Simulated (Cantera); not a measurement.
An adiabatic, constant-pressure homogeneous reactor starts with 7.96 % CH4, 0.398 % C2H6, 19.3 % O2, 72.4 % N2, equivalence ratio 0.90, at 975 K and 3150 Torr.

Model: GRI-Mech 3.0 (53 species, 325 reactions), integrated in Cantera. Below about 1000 K GRI-Mech 3.0 lacks low-temperature oxidation paths.

### Question
Predict: time of steepest temperature rise; temperature at 0.400 s; equilibrium temperature; x(O2) at 0.400 s; x(HO2) at 0.400 s; x(H) at 0.400 s; x(NO2) at 0.400 s; x(CO2) at 0.400 s.

### Answer
| Property | Value |
|---|---|
| time of steepest temperature rise | 86.4 ms |
| temperature at 0.400 s | 2544 K |
| equilibrium temperature | 2544 K |
| x(O2) at 0.400 s | 0.0209 (gas-phase equilibrium 0.0209) |
| x(HO2) at 0.400 s | 5.14e-6 (gas-phase equilibrium 5.14e-6) |
| x(H) at 0.400 s | 0.000945 (gas-phase equilibrium 0.000945) |
| x(NO2) at 0.400 s | 4.09e-6 (gas-phase equilibrium 4.09e-6) |
| x(CO2) at 0.400 s | 0.0747 (gas-phase equilibrium 0.0747) |
